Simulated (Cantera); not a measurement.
Feed: 1 mol SiF₄, 0.14 mol H₂O, held at 0.000800 bar.

These are equilibrium values from Cantera (NASA tables, ideal gas, pure condensed phases), not measurements of a reactor. Candidate condensed phases: H₂O, Si, SiO₂; 38 gas species. Rates play no part.

Question: Which condensed phases are stable at each of these points (T (K)): 823, 848, 873, 898, 923, 948, 973, 998?

Answer: 
```csv
T (K),condensed phases,Si condensed (%)
823,SiO₂(α-quartz),6.3
848,SiO₂(β-quartz),6.4
873,SiO₂(β-quartz),6.5
898,SiO₂(β-quartz),6.6
923,SiO₂(β-quartz),6.7
948,SiO₂(β-quartz),6.7
973,SiO₂(β-quartz),6.8
998,SiO₂(β-quartz),6.8
```

At 823 K the condensed part is SiO₂(α-quartz). From 848 K to 998 K the condensed part is SiO₂(β-quartz).
